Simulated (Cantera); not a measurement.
Cantera run, input and output.

```python
import numpy as np
import cantera as ct

gas = ct.Solution("gri30.yaml")
gas.TPX = 1423, 1333, {'C2H6': 1, 'N2': 95}
reactor = ct.IdealGasConstPressureReactor(gas, energy="off", clone=False)
net = ct.ReactorNet([reactor])
net.rtol, net.atol = 1e-08, 1e-18
show = ['C2H6', 'HCN', 'CH2', 'CH3', 'C2H2', 'C2H4']
times = np.geomspace(3e-05, 50, 11)

steps = ct.SolutionArray(gas, extra=["t"])
rows = []
print(f"{'t/s':>10s}{'T/K':>9s}{'P/Pa':>11s}" + "".join(f"{s:>11s}" for s in show))
for t in times:
    while net.time < t:
        t_next = net.step()
        steps.append(gas.state, t=t_next)
    rows.append([np.interp(t, steps.t, y) for y in (steps.T, steps.P, *steps(*show).X.T)])
    print(f"{t:10.3e}{rows[-1][0]:9.1f}{rows[-1][1]:11.4g}" + "".join(f"{x:11.3e}" for x in rows[-1][2:]))
rate = np.gradient(steps.T, steps.t)
print("integrator steps:", len(steps.t))
if steps.T.max() > steps.T[0] + 200:
    print(f"time of steepest temperature rise: {steps.t[rate.argmax()]:.4e} s")
gas.TPX = 1423, 1333, {'C2H6': 1, 'N2': 95}
gas.equilibrate("TP")
print(f"equilibrium (TP): T = {gas.T:.1f} K  " + "  ".join(f"{s} {gas[s].X[0]:.3e}" for s in show))
```

Output:

```
       t/s      T/K       P/Pa       C2H6        HCN        CH2        CH3       C2H2       C2H4
 3.000e-05   1423.0       1333  1.041e-02  1.809e-18  2.192e-12  9.269e-06  1.821e-15  9.385e-10
 1.257e-04   1423.0       1333  1.040e-02  1.410e-16  1.636e-10  3.870e-05  3.670e-13  4.538e-08
 5.266e-04   1423.0       1333  1.033e-02  2.910e-13  1.180e-08  1.593e-04  1.399e-10  2.524e-06
 2.206e-03   1423.0       1333  9.900e-03  5.150e-09  4.975e-07  6.030e-04  3.283e-07  1.653e-04
 9.244e-03   1423.0       1333  6.091e-03  3.671e-07  2.351e-06  1.445e-03  1.652e-04  3.048e-03
 3.873e-02   1423.0       1333  2.740e-04  1.470e-06  1.381e-06  4.578e-04  3.682e-03  5.007e-03
 1.623e-01   1423.0       1333  5.778e-06  1.784e-06  1.084e-07  8.500e-05  7.491e-03  1.627e-03
 6.799e-01   1423.0       1333  1.034e-06  1.814e-06  1.585e-08  3.051e-05  8.876e-03  2.962e-04
 2.848e+00   1423.0       1333  2.913e-07  1.823e-06  3.896e-09  1.471e-05  9.192e-03  1.752e-05
 1.193e+01   1423.0       1333  1.747e-07  1.832e-06  2.385e-09  1.114e-05  9.261e-03  6.276e-06
 5.000e+01   1423.0       1333  1.223e-07  1.862e-06  2.088e-09  9.394e-06  9.436e-03  4.782e-06
integrator steps: 1179
equilibrium (TP): T = 1423.0 K  C2H6 1.121e-12  HCN 1.742e-02  CH2 7.506e-12  CH3 2.480e-08  C2H2 1.490e-03  C2H4 2.573e-07
```

Cantera simulation using GRI-Mech 3.0 (53 species, 325 reactions); the numbers are that mechanism's predictions, not measurements. GRI-Mech 3.0 stops at C3 and has no aromatics, soot or wall deposition, so with more carbon than oxygen in the feed, carbon stays in small species such as C2H2 where larger ones or solid carbon would form. Radical loss at walls, strong at low pressure, is not modelled.
